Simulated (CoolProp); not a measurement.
Vapour-liquid equilibrium of propylene (1) + R22 (2) at 49.15 °C; x and y are mole fractions of (1).

Computed with CoolProp (multi-fluid Helmholtz-energy mixture model, Lemmon 2013 and Kamei 1995; pair parameters Bell 2016).

```json
[
 {"x": "0.05", "bubble pressure (MPa)": "1.938", "y at the bubble point": "0.060", "dew pressure at overall composition x (MPa)": "1.932", "liquid density (mol/L)": "12.44"},
 {"x": "0.15", "bubble pressure (MPa)": "1.994", "y at the bubble point": "0.172", "dew pressure at overall composition x (MPa)": "1.983", "liquid density (mol/L)": "12.20"},
 {"x": "0.25", "bubble pressure (MPa)": "2.037", "y at the bubble point": "0.274", "dew pressure at overall composition x (MPa)": "2.028", "liquid density (mol/L)": "11.98"},
 {"x": "0.35", "bubble pressure (MPa)": "2.069", "y at the bubble point": "0.371", "dew pressure at overall composition x (MPa)": "2.063", "liquid density (mol/L)": "11.78"},
 {"x": "0.45", "bubble pressure (MPa)": "2.091", "y at the bubble point": "0.464", "dew pressure at overall composition x (MPa)": "2.088", "liquid density (mol/L)": "11.59"},
 {"x": "0.55", "bubble pressure (MPa)": "2.102", "y at the bubble point": "0.555", "dew pressure at overall composition x (MPa)": "2.102", "liquid density (mol/L)": "11.43"},
 {"x": "0.65", "bubble pressure (MPa)": "2.103", "y at the bubble point": "0.647", "dew pressure at overall composition x (MPa)": "2.103", "liquid density (mol/L)": "11.28"},
 {"x": "0.75", "bubble pressure (MPa)": "2.093", "y at the bubble point": "0.741", "dew pressure at overall composition x (MPa)": "2.091", "liquid density (mol/L)": "11.16"},
 {"x": "0.85", "bubble pressure (MPa)": "2.072", "y at the bubble point": "0.839", "dew pressure at overall composition x (MPa)": "2.069", "liquid density (mol/L)": "11.05"},
 {"x": "0.95", "bubble pressure (MPa)": "2.038", "y at the bubble point": "0.944", "dew pressure at overall composition x (MPa)": "2.036", "liquid density (mol/L)": "10.96"}
]
```

y crosses x between x = 0.55 and 0.65: the model has an azeotrope there.

The pair parameters rest on a limited set of measurements; away from them the model extrapolates.
